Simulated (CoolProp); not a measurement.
The numbers come from the reference Helmholtz-energy equation of state, Jacobsen 1992 in CoolProp.

Task: For R11, give the phase and the density (kg/m³), viscosity (µPa s), conductivity (mW/(m K)), fugacity coefficient at 257.3 K and 23.5 MPa.

Result: 
- 257.3 K and 23.5 MPa: liquid; density 1610, viscosity 846, conductivity 106, fugacity coefficient 0.00210

Viscosity comes from a separate model (Klein 1997), an estimate that may be off by 10 % or more. Thermal conductivity comes from a separate model (McLinden 2000), an estimate that may be off by 10 % or more.
